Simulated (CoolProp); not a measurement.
Vapour-liquid equilibrium of R22 (1) + R115 (2) at 292.2 K; x and y are mole fractions of (1).

The numbers come from the multi-fluid Helmholtz-energy mixture model, Kamei 1995 and Lemmon 2016; pair parameters Bell 2016 in CoolProp.

```tsv
x	bubble pressure (kPa)	y at the bubble point	dew pressure at overall composition x (kPa)	liquid density (mol/L)
0.05	821.5	0.094	797.5	8.648
0.15	891.0	?	851.7	8.955
0.25	932.9	0.320	902.7	9.314
0.35	957.8	?	943.8	9.729
0.45	970.6	0.471	967.9	10.21
0.55	973.6	0.546	973.5	10.74
0.65	967.5	0.627	964.4	11.35
0.75	952.9	?	946.2	12.02
0.85	930.4	0.820	923.3	12.77
0.95	901.8	0.937	898.5	13.59
```

**Question.** Some entries are withheld; supply them.

**Answer.** 
- 0.15, y at the bubble point: 0.226
- 0.35, y at the bubble point: 0.398
- 0.75, y at the bubble point: 0.717

y crosses x between x = 0.45 and 0.55: the model has an azeotrope there.

The pair parameters rest on a limited set of measurements; away from them the model extrapolates.
